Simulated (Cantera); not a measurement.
**Catalytic combustion on Pt**

An isothermal plug-flow reactor at 725 K and 1.01 bar (inlet), inlet velocity 0.11 m/s, active area per volume 3200 1/m; feed 3.31 % CO, 13.5 % O2, 79.5 % N2, 3.75 % H2O, equivalence ratio 0.12.

Computed with Cantera and Deutschmann's 1995 Pt surface mechanism with GRI-Mech 3.0 gas chemistry. Catalytic surfaces can have several steady states; this one follows from the mechanism file's or the stated starting coverage. Mass transfer to the wall is taken as infinitely fast.

```json
[
 {"z (m)": "3.6e-05", "x CO": "0.0286", "x O2": "0.133", "x H2O": "0.0376", "x CO2": "0.00461", "θ free Pt": "0.0451", "θ O*": "0.0116", "θ OH*": "0.000739", "θ CO*": "0.943"},
 {"z (m)": "6.5e-05", "x CO": "0.0242", "x O2": "0.131", "x H2O": "0.0377", "x CO2": "0.00910", "θ free Pt": "0.0504", "θ O*": "0.0143", "θ OH*": "0.000869", "θ CO*": "0.934"},
 {"z (m)": "0.00012", "x CO": "0.00684", "x O2": "0.123", "x H2O": "0.0380", "x CO2": "0.0267", "θ free Pt": "0.0430", "θ O*": "0.941", "θ OH*": "0.00654", "θ CO*": "0.00944"},
 {"z (m)": "0.00021", "x CO": "0.00460", "x O2": "0.122", "x H2O": "0.0381", "x CO2": "0.0290", "θ free Pt": "0.0174", "θ O*": "0.977", "θ OH*": "0.00423", "θ CO*": "0.000996"},
 {"z (m)": "0.00036", "x CO": "0.00330", "x O2": "0.122", "x H2O": "0.0381", "x CO2": "0.0303", "θ free Pt": "0.0144", "θ O*": "0.981", "θ OH*": "0.00386", "θ CO*": "0.000490"},
 {"z (m)": "0.00065", "x CO": "0.00206", "x O2": "0.121", "x H2O": "0.0381", "x CO2": "0.0316", "θ free Pt": "0.0127", "θ O*": "0.983", "θ OH*": "0.00363", "θ CO*": "0.000236"},
 {"z (m)": "0.0012", "x CO": "0.000996", "x O2": "0.121", "x H2O": "0.0381", "x CO2": "0.0327", "θ free Pt": "0.0116", "θ O*": "0.985", "θ OH*": "0.00348", "θ CO*": "9.56e-5"},
 {"z (m)": "0.0021", "x CO": "0.000350", "x O2": "0.120", "x H2O": "0.0382", "x CO2": "0.0333", "θ free Pt": "0.0111", "θ O*": "0.985", "θ OH*": "0.00340", "θ CO*": "3.06e-5"},
 {"z (m)": "0.0036", "x CO": "6.79e-5", "x O2": "0.120", "x H2O": "0.0382", "x CO2": "0.0336", "θ free Pt": "0.0109", "θ O*": "0.986", "θ OH*": "0.00337", "θ CO*": "5.72e-6"}
]
```
x: gas mole fraction; θ: surface coverage.
